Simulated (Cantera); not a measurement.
Cantera run:

```python
import numpy as np
import cantera as ct

gas_names = """
    OH VO2 H
""".split()
cond_names = """
    V2O3(s) V2O3(L)
""".split()


def load(file, names, dense=False):
    # The tables refer to 1 bar. Condensed volumes are neglected.
    table = {s.name: s for s in ct.Species.list_from_file(file)}
    out = []
    for n in names:
        d = dict(table[n].input_data)
        d["thermo"] = dict(d["thermo"], **{"reference-pressure": 1e5})
        if dense:
            d["equation-of-state"] = {"model": "constant-volume", "density": "1e6 g/cm^3"}
        out.append(ct.Species.from_dict(d))
    return out


species = {s.name: s for s in load("nasa_gas.yaml", gas_names) + load("nasa_condensed.yaml", cond_names)}
# Each term lists the table entries of one substance; the one whose range holds T is used.
reactions = {
    'V2O3 + OH(g) = 2 VO2(g) + H(g)':
        [(-1, ['V2O3(s)', 'V2O3(L)']), (-1, ['OH']), (2, ['VO2']), (1, ['H'])],
}


def pick(names, T):
    return next(species[n] for n in names if species[n].thermo.min_temp <= T <= species[n].thermo.max_temp)


results = []
for label, terms in reactions.items():
    print(label)
    print("     T/K   dH/kJ  dS/(J/K)   dG/kJ   log10 K")
    for T in [300, 898, 998, 1098, 1198, 1298, 1398, 1498, 1598, 1698]:
        used = [(nu, pick(names, T)) for nu, names in terms]
        dH = sum(nu * s.thermo.h(T) for nu, s in used) / 1e6
        dS = sum(nu * s.thermo.s(T) for nu, s in used) / 1e3
        dG = dH - T * dS / 1e3
        logK = -dG * 1e6 / (ct.gas_constant * T * np.log(10))
        results.append((label, T, dH, dS, dG, logK, [s.name for _, s in used]))
        print(f"{T:8g} {dH:8.1f} {dS:8.1f} {dG:8.1f} {logK:8.2f}")
```

It prints:

```
V2O3 + OH(g) = 2 VO2(g) + H(g)
     T/K   dH/kJ  dS/(J/K)   dG/kJ   log10 K
     300    932.1    363.2    823.2  -143.32
     898    913.2    328.9    617.8   -35.93
     998    909.7    325.2    585.1   -30.62
    1098    905.9    321.6    552.7   -26.29
    1198    901.8    318.1    520.8   -22.71
    1298    897.5    314.6    489.1   -19.68
    1398    892.9    311.2    457.8   -17.11
    1498    887.9    307.8    426.9   -14.89
    1598    882.6    304.3    396.3   -12.95
    1698    877.0    300.9    366.0   -11.26
```

Standard-state values (1 bar) from the NASA 1993 polynomials, evaluated with Cantera. Condensed species are held in their standard states even where they would react or evaporate.
